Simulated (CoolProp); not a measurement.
R123 at several states: fugacity coefficient from the reference equation and from simpler models built on Tc = 183.7 °C, pc = 3.662 MPa, ω = 0.282; each cubic takes its own stable root.

Computed with CoolProp (reference Helmholtz-energy equation of state, Younglove 1994). It is a modified Benedict-Webb-Rubin equation, recast in Helmholtz form.

```
T (°C)  p (MPa)   phase  reference  van der Waals  Redlich-Kwong  Soave-Redlich-Kwong
------  -------  ------  ---------  -------------  -------------  -------------------
199.75     1.93     gas     0.8435         0.8574         0.8422               0.8452
-15.75    0.745  liquid    0.02069         0.2860        0.05139              0.02070
123.35    0.551     gas        [?]            [?]         0.9241               0.9194
152.25    0.715     gas     0.9145         0.9315         0.9194               0.9166
-80.25     10.9  liquid   2.054e-5       0.007342      0.0001034             2.320e-5
160.35     1.64     gas        [?]         0.8498         0.8265               0.8220
```

Problem. Some entries are withheld; supply them.

Solution. 
- 123.35, reference: 0.9156
- 123.35, van der Waals: 0.9376
- 160.35, reference: 0.8179
